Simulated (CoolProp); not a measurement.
CF4 (R14) at 358.75 K and 0.362 MPa flows at 0.43 m/s in a round tube of 50 mm bore and 0.25 µm roughness, fully developed (64/Re and Nu = 3.66 if laminar; Colebrook and Gnielinski if turbulent). Each further row changes one setting.

Computed with CoolProp (reference Helmholtz-energy equation of state, Platzer 1990). This equation is an older, rougher fit.

```json
[
 {"case": "as stated", "Reynolds number": "11400", "Darcy friction factor": "0.0298", "pressure drop (Pa/m)": "0.593", "heat-transfer coefficient (W/(m² K))": "14.2", "mass flow (kg/h)": "32.7"},
 {"case": "velocity 0.86 m/s", "Reynolds number": "22800", "Darcy friction factor": "0.0251", "pressure drop (Pa/m)": "1.99", "heat-transfer coefficient (W/(m² K))": "24.7", "mass flow (kg/h)": "65.3"},
 {"case": "diameter 100 mm", "Reynolds number": "22800", "Darcy friction factor": "0.0251", "pressure drop (Pa/m)": "0.249", "heat-transfer coefficient (W/(m² K))": "12.3", "mass flow (kg/h)": "131"}
]
```

Viscosity comes from a separate model (Huber 2003), an estimate that may be off by 10 % or more. Thermal conductivity comes from a separate model (Huber 2003), an estimate that may be off by 10 % or more.
